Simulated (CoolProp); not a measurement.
Propylene at 307.62 K and 0.317 MPa is throttled through a valve to 0.0417 MPa with no heat exchange. Each further row changes one setting.

Model: reference Helmholtz-energy equation of state, Lemmon 2013, in CoolProp.

| case | temperature change (K) | final density (kg/m³) |
|---|---|---|
| as stated | -4.4 | 0.700 |
| outlet pressure 0.0125 MPa | -4.9 | 0.209 |
| outlet pressure 0.0542 MPa | -4.2 | 0.911 |
